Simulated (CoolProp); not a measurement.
CH3F (R41) along the isotherm 425 K: density (kg/m³) from the reference equation and from simpler models built on Tc = 317.3 K, pc = 59.06 bar, ω = 0.200; each cubic takes its own stable root.

Model: reference Helmholtz-energy equation of state, Lemmon 2006, in CoolProp. It is a short technical equation, of lower accuracy than the large ones.

| p (bar) | phase | reference |
|---|---|---|
| 3.28 | gas | 3.185 |
| 6.56 | gas | 6.423 |
| 9.84 | gas | 9.715 |
| 13.1 | gas | 13.04 |
| 16.4 | gas | 16.47 |
| 19.7 | gas | 19.95 |
| 23 | gas | 23.49 |
| 26.2 | gas | 26.99 |
| 29.5 | gas | 30.65 |

**Question.** How far does each simpler model (van der Waals, Redlich-Kwong, Peng-Robinson) lie from the reference over these 9 states: mean and median of the absolute difference, and the worst?

**Answer.** 
- van der Waals: mean 0.0 %, median 0.1 %, worst +0.1 % at 425 K and 29.5 bar
- Redlich-Kwong: mean 0.1 %, median 0.2 %, worst -0.2 % at 425 K and 29.5 bar
- Peng-Robinson: mean 0.1 %, median 0.1 %, worst -0.2 % at 425 K and 29.5 bar
